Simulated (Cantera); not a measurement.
Charge: 1 mol Si₃N₄, a varied amount of N₂O, 8.2 mol N₂, 0.61 mol CO₂, held at 1823 K and 0.00140 bar.

These are equilibrium values from Cantera (NASA tables, ideal gas, pure condensed phases), not measurements of a reactor. Candidate condensed phases: C, Si, SiC, SiO₂, Si₂N₂O, Si₃N₄; 34 gas species. Mutual solubility and eutectic melting of coexisting phases are not modelled. The tables' values for SiN are old estimates; treat these amounts as uncertain. Equilibrium is a limit: real reactors are often held back by kinetics, nucleation or transport.

### Question
At 1.1 mol N₂O, list the 5 most abundant gas species with their mole fractions, and the condensed phases.

### Answer
N₂ 0.827, SiO 0.152, CO 0.0182, Si 0.00316, Si₂N 6.98e-5. Condensed: Si(l) + SiC(s).
